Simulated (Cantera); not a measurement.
# Premixed flame

A freely propagating, adiabatic, planar premixed flame of 10.7 % CH₄, 1.61 % H₂, 15.9 % O₂, 68.3 % N₂, 3.43 % H₂O, unburnt at 600 K and 10.0 bar; mixture-averaged transport, grid criteria slope 0.08 and curve 0.16, no radiation.

Model: GRI-Mech 3.0 (53 species, 325 reactions), integrated in Cantera. Burning velocities carry a grid error of a few per cent, more on coarse grids.

| z (mm) | T (K) | u (m/s) | x CH₄ | x H₂ | x O₂ | x CH₂ | x NO₂ | x HO₂ |
|---|---|---|---|---|---|---|---|---|
| -0.498 | 602 | 0.195 | 0.107 | 0.0182 | 0.158 | <1e-8 | <1e-8 | 7.43e-8 |
| -0.332 | 612 | 0.199 | 0.106 | 0.0209 | 0.157 | <1e-8 | <1e-8 | 6.29e-7 |
| -0.249 | 642 | 0.210 | 0.103 | 0.0237 | 0.155 | <1e-8 | 1.64e-8 | 2.48e-6 |
| -0.166 | 761 | 0.251 | 0.0947 | 0.0282 | 0.145 | <1e-8 | 8.27e-8 | 1.40e-5 |
| -0.0829 | 1173 | 0.392 | 0.0650 | 0.0345 | 0.104 | <1e-8 | 2.03e-7 | 0.000101 |
| -0.0415 | 1520 | 0.513 | 0.0388 | 0.0381 | 0.0647 | 2.15e-7 | 6.66e-8 | 0.000110 |
| 0 | 1831 | 0.622 | 0.0162 | 0.0411 | 0.0270 | 4.41e-6 | <1e-8 | 3.68e-5 |
| 0.0415 | 1982 | 0.675 | 0.00697 | 0.0433 | 0.00869 | 7.31e-6 | <1e-8 | 7.74e-6 |
| 0.0829 | 2033 | 0.693 | 0.00434 | 0.0454 | 0.00301 | 4.22e-6 | <1e-8 | 1.84e-6 |
| 0.166 | 2056 | 0.701 | 0.00283 | 0.0486 | 0.000545 | 1.40e-6 | <1e-8 | 2.19e-7 |
| 0.332 | 2058 | 0.702 | 0.00183 | 0.0525 | 3.66e-5 | 5.66e-7 | <1e-8 | 1.26e-8 |
| 0.663 | 2054 | 0.702 | 0.00106 | 0.0561 | 5.24e-7 | 2.84e-7 | <1e-8 | <1e-8 |
| 1.33 | 2050 | 0.702 | 0.000472 | 0.0589 | 1.75e-7 | 1.11e-7 | <1e-8 | <1e-8 |
x: mole fraction of selected species; z is measured from the peak of heat release.

The laminar burning velocity is 19.4 cm/s. The thermal thickness is 0.166 mm. The peak x(CH₂) is 7.61e-6 and the peak x(HO₂) is 0.000125. The grid points is 130.
